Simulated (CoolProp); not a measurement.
Sulfur dioxide at 298.15 K and 5.58 MPa is throttled through a valve to 2.73 MPa with no heat exchange. Each further row changes one setting.

Model: reference Helmholtz-energy equation of state, Gao 2016, in CoolProp.

```
case                       temperature change (K)  final density (kg/m³)
-------------------------  ----------------------  ---------------------
as stated                                    +0.6                   1370
outlet pressure 0.819 MPa                    +1.0                   1360
outlet pressure 3.55 MPa                     +0.4                   1370
```
